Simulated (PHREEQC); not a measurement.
A solution holds 14 mmol/kgw K2SiO3 and 22 mmol/kgw KBr, at 25 °C. Closed to the air; pH follows from the charge balance.

Equilibrium calculation in PHREEQC: Pitzer model, pitzer.dat.

Precipitation was switched off in this run.

Problem. Estimate the pH.

Solution. pH 12.00.

Problem. In which forms is Si present?

Solution. H3SiO4- 87 %, H2SiO4-2 12 % of the Si.
